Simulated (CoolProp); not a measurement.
Vapour-liquid equilibrium of R125 (1) + R227EA (2) at 31.75 °C; x and y are mole fractions of (1).

The numbers come from the multi-fluid Helmholtz-energy mixture model, Lemmon 2005 and Lemmon 2016; pair parameters Bell 2016 in CoolProp.

```json
[
 {"x": "0.05", "bubble pressure (kPa)": "602.8", "y at the bubble point": "0.110", "dew pressure at overall composition x (kPa)": "576.6", "liquid density (mol/L)": "8.067"},
 {"x": "0.125", "bubble pressure (kPa)": "674.3", "y at the bubble point": "0.250", "dew pressure at overall composition x (kPa)": "609.9", "liquid density (mol/L)": "8.184"},
 {"x": "0.2", "bubble pressure (kPa)": "747.6", "y at the bubble point": "0.367", "dew pressure at overall composition x (kPa)": "647.1", "liquid density (mol/L)": "8.302"},
 {"x": "0.275", "bubble pressure (kPa)": "822.5", "y at the bubble point": "0.466", "dew pressure at overall composition x (kPa)": "688.9", "liquid density (mol/L)": "8.421"},
 {"x": "0.35", "bubble pressure (kPa)": "899.0", "y at the bubble point": "0.551", "dew pressure at overall composition x (kPa)": "736.1", "liquid density (mol/L)": "8.541"},
 {"x": "0.425", "bubble pressure (kPa)": "977.1", "y at the bubble point": "0.625", "dew pressure at overall composition x (kPa)": "790.0", "liquid density (mol/L)": "8.661"},
 {"x": "0.5", "bubble pressure (kPa)": "1057", "y at the bubble point": "0.690", "dew pressure at overall composition x (kPa)": "851.7", "liquid density (mol/L)": "8.782"},
 {"x": "0.575", "bubble pressure (kPa)": "1138", "y at the bubble point": "0.749", "dew pressure at overall composition x (kPa)": "923.1", "liquid density (mol/L)": "8.902"},
 {"x": "0.65", "bubble pressure (kPa)": "1221", "y at the bubble point": "0.801", "dew pressure at overall composition x (kPa)": "1006", "liquid density (mol/L)": "9.022"},
 {"x": "0.725", "bubble pressure (kPa)": "1306", "y at the bubble point": "0.849", "dew pressure at overall composition x (kPa)": "1104", "liquid density (mol/L)": "9.141"},
 {"x": "0.8", "bubble pressure (kPa)": "1393", "y at the bubble point": "0.894", "dew pressure at overall composition x (kPa)": "1219", "liquid density (mol/L)": "9.259"},
 {"x": "0.875", "bubble pressure (kPa)": "1483", "y at the bubble point": "0.935", "dew pressure at overall composition x (kPa)": "1356", "liquid density (mol/L)": "9.374"},
 {"x": "0.95", "bubble pressure (kPa)": "1576", "y at the bubble point": "0.975", "dew pressure at overall composition x (kPa)": "1517", "liquid density (mol/L)": "9.485"}
]
```

No azeotrope shows between x = 0.05 and 0.95.

The pair parameters rest on a limited set of measurements; away from them the model extrapolates.
